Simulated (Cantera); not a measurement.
PH3 + H2 (abatement and gas-phase synthesis)

Input: 1 mol PH3, 0.18 mol H2, at 0.180 Torr.

Method: chemical equilibrium by Gibbs-energy minimisation in Cantera with the NASA 1993 tables (ideal gas, pure condensed phases). Candidate condensed phases: P; 7 gas species. Rates play no part.

From 2723 K to 3173 K nothing is condensed. The main P-bearing gas is P throughout.

```json
[
 {"T (K)": "2723", "x H": "0.743", "x P": "0.202", "x H2": "0.0346", "x P2": "0.0197", "x PH": "0.000216"},
 {"T (K)": "2798", "x H": "0.754", "x P": "0.213", "x H2": "0.0207", "x P2": "0.0120", "x PH": "0.000159"},
 {"T (K)": "2873", "x H": "0.761", "x P": "0.219", "x H2": "0.0126", "x P2": "0.00727", "x PH": "0.000116"},
 {"T (K)": "2948", "x H": "0.764", "x P": "0.223", "x H2": "0.00779", "x P2": "0.00441", "x PH": "8.48e-5"},
 {"T (K)": "3023", "x H": "0.767", "x P": "0.226", "x H2": "0.00492", "x P2": "0.00270", "x PH": "6.25e-5"},
 {"T (K)": "3098", "x H": "0.768", "x P": "0.227", "x H2": "0.00317", "x P2": "0.00168", "x PH": "4.64e-5"},
 {"T (K)": "3173", "x H": "0.769", "x P": "0.228", "x H2": "0.00208", "x P2": "0.00107", "x PH": "3.49e-5"}
]
```
x: gas mole fraction; nothing condenses.
